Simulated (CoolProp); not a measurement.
Vapour-liquid equilibrium of acetone (1) + n-hexane (2) at 195.65 °C; x and y are mole fractions of (1).

Computed with CoolProp (multi-fluid Helmholtz-energy mixture model, Lemmon 2006 and Thol 2019; pair parameters Bell 2016).

Give the bubble pressure and the first vapour's composition at x = 0.35, 0.725, 0.95. Is there an azeotrope?

x = 0.35: 2.502 MPa, y = 0.430; x = 0.725: 2.777 MPa, y = 0.724; x = 0.95: 2.643 MPa, y = 0.938. y crosses x between x = 0.65 and 0.725: the model has an azeotrope there.

The pair parameters rest on a limited set of measurements; away from them the model extrapolates.
